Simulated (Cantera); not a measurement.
Feed: 1 mol CH₃SiCl₃, 0.038 mol C₂H₄, 31 mol H₂, held at 0.680 bar.

Method: chemical equilibrium by Gibbs-energy minimisation in Cantera with the NASA 1993 tables (ideal gas, pure condensed phases). Candidate condensed phases: C, C₆H₆, C₇H₈, C₈H₁₈, Si, SiC; 109 gas species. The feed counts by its element totals alone. Gases not in the tables: Si₂H₆ and higher silanes. Kinetics and transport are ignored.

Question: What share of the Si ends up in condensed phases as a function of T (K), at 1300, 1400, 1500, 1600, 1700, 1800, 1900, 2000, 2100?

Answer: 
| T (K) | Si condensed (%) | as |
|---|---|---|
| 1300 | 97.5 | SiC(s) |
| 1400 | 99.0 | SiC(s) |
| 1500 | 99.0 | SiC(s) |
| 1600 | 98.8 | SiC(s) |
| 1700 | 98.4 | SiC(s) |
| 1800 | 97.8 | SiC(s) |
| 1900 | 97.1 | SiC(s) |
| 2000 | 96.3 | SiC(s) |
| 2100 | 95.2 | SiC(s) |
